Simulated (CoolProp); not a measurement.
Saturation properties of carbonyl sulfide (Tc = 105.6 °C, pc = 6369 kPa, ω = 0.098).

Computed with CoolProp (reference Helmholtz-energy equation of state, Lemmon 2006). It is a short technical equation, of lower accuracy than the large ones.

```json
[
 {"T (°C)": "18.15", "p (kPa)": "1077", "liquid density (kg/m³)": "1010", "vapour density (kg/m³)": "31.29", "surface tension (mN/m)": "9.22"},
 {"T (°C)": "22.05", "p (kPa)": "…", "liquid density (kg/m³)": "998.8", "vapour density (kg/m³)": "34.55", "surface tension (mN/m)": "8.64"},
 {"T (°C)": "26.05", "p (kPa)": "1315", "liquid density (kg/m³)": "987.2", "vapour density (kg/m³)": "…", "surface tension (mN/m)": "…"},
 {"T (°C)": "30.05", "p (kPa)": "1449", "liquid density (kg/m³)": "975.3", "vapour density (kg/m³)": "…", "surface tension (mN/m)": "…"},
 {"T (°C)": "33.95", "p (kPa)": "1589", "liquid density (kg/m³)": "963.4", "vapour density (kg/m³)": "46.29", "surface tension (mN/m)": "…"},
 {"T (°C)": "37.95", "p (kPa)": "1743", "liquid density (kg/m³)": "950.8", "vapour density (kg/m³)": "50.92", "surface tension (mN/m)": "6.42"},
 {"T (°C)": "41.85", "p (kPa)": "1903", "liquid density (kg/m³)": "…", "vapour density (kg/m³)": "55.84", "surface tension (mN/m)": "5.91"},
 {"T (°C)": "45.85", "p (kPa)": "…", "liquid density (kg/m³)": "924.7", "vapour density (kg/m³)": "61.31", "surface tension (mN/m)": "5.39"}
]
```

Problem. Some entries are withheld; supply them.

Solution. 
- 22.05, p (kPa): 1190
- 26.05, vapour density (kg/m³): 38.18
- 26.05, surface tension (mN/m): 8.07
- 30.05, vapour density (kg/m³): 42.12
- 30.05, surface tension (mN/m): 7.50
- 33.95, surface tension (mN/m): 6.96
- 41.85, liquid density (kg/m³): 938.1
- 45.85, p (kPa): 2078

It boils at -50.2 °C under 1 atm.

Surface tension comes from a separate correlation (Mulero 2012).
